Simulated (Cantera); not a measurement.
**Hydrocarbon pyrolysis for carbon deposition**

A perfectly stirred reactor is fed with 13.9 % C₂H₆, 86.1 % N₂, at 31.0 Pa; it is held at 1600 K, and followed from long to short residence time.

Detailed kinetics in Cantera: GRI-Mech 3.0 (53 species, 325 reactions). GRI-Mech 3.0 stops at C3 and has no aromatics, soot or wall deposition, so with more carbon than oxygen in the feed, carbon stays in small species such as C2H2 where larger ones or solid carbon would form. Radical loss at walls, strong at low pressure, is not modelled.

```
τ (s)     x C₂H₆       x H    x CH₃   x C₂H₄    x CH₄    x HCN    x C₂H
------  --------  --------  -------  -------  -------  -------  -------
4.7     0.000591  0.000974  0.00348  0.00321   0.0296  1.00e-5  1.75e-6
2.2      0.00122   0.00102  0.00502  0.00591   0.0367  6.78e-6  1.85e-6
1.1      0.00234   0.00106  0.00698  0.00996   0.0429  4.76e-6  1.93e-6
0.52     0.00475   0.00110  0.00991   0.0166   0.0478  3.25e-6  1.95e-6
0.25     0.00941   0.00111   0.0138   0.0255   0.0491  2.23e-6  1.84e-6
0.12      0.0184   0.00107   0.0187   0.0348   0.0448  1.51e-6  1.52e-6
0.059     0.0343  0.000968   0.0236   0.0399   0.0348  9.76e-7  1.01e-6
0.028     0.0612  0.000773   0.0260   0.0349   0.0206  5.47e-7  4.57e-7
0.014     0.0917  0.000539   0.0229   0.0210  0.00924  2.63e-7  1.33e-7
0.0066     0.118  0.000296   0.0153  0.00728  0.00285  8.10e-8  1.55e-8
```
x: mole fraction; the columns are a selection and need not sum to one.
